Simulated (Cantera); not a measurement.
**Iron carbonyl, mercury and lead vapours: Fe(CO)5 + CO + N2**

Input: 1 mol Fe(CO)5, 3.5 mol CO, 0.3 mol N2, at 1200 °C.

Equilibrium computed with Cantera from the NASA thermochemical tables; the gas is ideal and each condensed phase is pure. Candidate condensed phases: C, Fe, Fe(CO)5, FeO, Fe2O3, Fe3O4; 27 gas species. Iron dissolves carbon and melts from about 1420 K in contact with it, which pure phases cannot show. Condensed phases not in the tables: cementite and carbon dissolved in iron. Equilibrium is a limit: real reactors are often held back by kinetics, nucleation or transport.

From 10.0 Pa to 3200 Pa the condensed part is Fe(γ). From 13000 Pa to 1000000 Pa the condensed part is C(graphite) + Fe(γ).

```
P (Pa)    x CO    x N2     x CO2      x Fe  n Fe(γ)  n C(graphite)
-------  -----  ------  --------  --------  -------  -------------
10       0.965  0.0341   7.87e-8  0.000839    0.993              0
42       0.966  0.0341   3.31e-7  0.000200    0.998              0
180      0.966  0.0341   1.42e-6   4.66e-5    1.000              0
750      0.966  0.0341   5.91e-6   1.12e-5    1.000              0
3200     0.966  0.0341   2.52e-5   2.62e-6    1.000              0
13000    0.966  0.0341  0.000102   6.45e-7    1.000       0.000902
56000    0.965  0.0341  0.000441   1.50e-7    1.000        0.00388
240000   0.964  0.0342   0.00188   3.49e-8     1.00         0.0166
1000000  0.958  0.0344   0.00775   8.39e-9     1.00         0.0677
```
x: gas mole fraction; n: condensed amount in mol.
